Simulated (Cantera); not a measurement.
Feed: 1 mol V₂O₃, a varied amount of H₂, 1.4 mol N₂, equilibrated at 1077 °C and 12.0 Pa.

Cantera equilibrium calculation (NASA polynomials, part measured and part estimated; ideal gas, pure solids and liquids). Candidate condensed phases: H₂O, V, VN, VO, V₂O₃, V₂O₄, V₂O₅; 28 gas species. Mutual solubility and eutectic melting of coexisting phases are not modelled. VO: taken at fixed stoichiometry. Condensed phases not in the tables: the oxides between V₂O₃ and V₂O₅ other than VO₂. The numbers say what is thermodynamically allowed, not how fast it happens.

x: gas mole fraction; n: condensed amount in mol.

```json
[
 {"n(H₂) (mol)": "230", "x H₂": "0.992", "x N₂": "?", "x H₂O": "0.00143", "x H": "0.000217", "n VO(s)": "0.663", "n V₂O₃(s)": "0.669"},
 {"n(H₂) (mol)": "690", "x H₂": "0.996", "x N₂": "?", "x H₂O": "0.00144", "x H": "0.000217", "n VO(s)": "1.99", "n V₂O₃(s)": "0.00562"},
 {"n(H₂) (mol)": "1100", "x H₂": "0.998", "x N₂": "?", "x H₂O": "0.000908", "x H": "0.000217", "n VO(s)": "2.00", "n V₂O₃(s)": "0"},
 {"n(H₂) (mol)": "1600", "x H₂": "0.998", "x N₂": "?", "x H₂O": "0.000624", "x H": "0.000217", "n VO(s)": "2.00", "n V₂O₃(s)": "0"},
 {"n(H₂) (mol)": "2100", "x H₂": "0.999", "x N₂": "?", "x H₂O": "0.000476", "x H": "0.000217", "n VO(s)": "2.00", "n V₂O₃(s)": "0"},
 {"n(H₂) (mol)": "2500", "x H₂": "0.999", "x N₂": "?", "x H₂O": "0.000400", "x H": "0.000217", "n VO(s)": "2.00", "n V₂O₃(s)": "0"},
 {"n(H₂) (mol)": "3000", "x H₂": "0.999", "x N₂": "?", "x H₂O": "0.000333", "x H": "0.000217", "n VO(s)": "2.00", "n V₂O₃(s)": "0"}
]
```

Fill in the missing entries.


- 230, x N₂: 0.00605
- 690, x N₂: 0.00202
- 1100, x N₂: 0.00127
- 1600, x N₂: 0.000874
- 2100, x N₂: 0.000666
- 2500, x N₂: 0.000560
- 3000, x N₂: 0.000466
